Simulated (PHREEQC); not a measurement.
Make-up at 25 °C: 1 mmol/kgw Al2(SO4)3, 1.2 mmol/kgw NiCl2, 73 mmol/kgw HCl and 0.28 mmol/kgw Na2SO4. Closed to the air; pH follows from the charge balance.

Equilibrium calculation in PHREEQC: ion-association model, wateq4f.dat.

```
Property                   Value
----------------  --------------
pH                          1.23
ionic strength    0.0857 mol/kgw
total alkalinity    -73.0 meq/kg
```

```json
[
 {"species": "Cl-", "molality": "0.0753", "activity": "0.0584", "log γ": "-0.110"},
 {"species": "H+", "molality": "0.0709", "activity": "0.0589", "log γ": "-0.080"},
 {"species": "HSO4-", "molality": "0.00213", "activity": "0.00168", "log γ": "-0.104"},
 {"species": "Al+3", "molality": "0.00163", "activity": "0.000310", "log γ": "-0.720"},
 {"species": "Ni+2", "molality": "0.00109", "activity": "0.000423", "log γ": "-0.409"},
 {"species": "SO4-2", "molality": "0.000747", "activity": "0.000293", "log γ": "-0.407"}
]
```

This is a speciation only: nothing precipitates in the calculation. Species that the database lacks are ignored.
